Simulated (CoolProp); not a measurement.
Vapour-liquid equilibrium of CHF3 (R23) (1) + propylene (2) at 0.0928 MPa; x and y are mole fractions of (1).

Computed with CoolProp (multi-fluid Helmholtz-energy mixture model, Penoncello 2003 and Lemmon 2013; pair parameters Bell 2016).

```tsv
x	bubble temperature (K)	y at the bubble point	dew temperature at overall composition x (K)	liquid density (mol/L)
0.05	[?]	0.474	222.5	15.06
0.2	196.7	0.794	219.1	16.01
0.35	[?]	0.854	[?]	16.73
0.5	[?]	0.873	210.3	17.45
0.65	190.8	[?]	[?]	18.24
0.8	190.3	[?]	[?]	19.18
0.95	189.7	0.959	189.7	20.31
```

Question: Complete the blanks.

Answer: 
- 0.05, bubble temperature (K): 211.2
- 0.35, bubble temperature (K): 192.7
- 0.35, dew temperature at overall composition x (K): 215.1
- 0.5, bubble temperature (K): 191.4
- 0.65, y at the bubble point: 0.885
- 0.65, dew temperature at overall composition x (K): 204.4
- 0.8, y at the bubble point: 0.903
- 0.8, dew temperature at overall composition x (K): 196.4

No azeotrope shows between x = 0.05 and 0.95.

The pair parameters rest on a limited set of measurements; away from them the model extrapolates. With so large a gap from Raoult's law the liquid may split in two, which this calculation doesn't test in full.
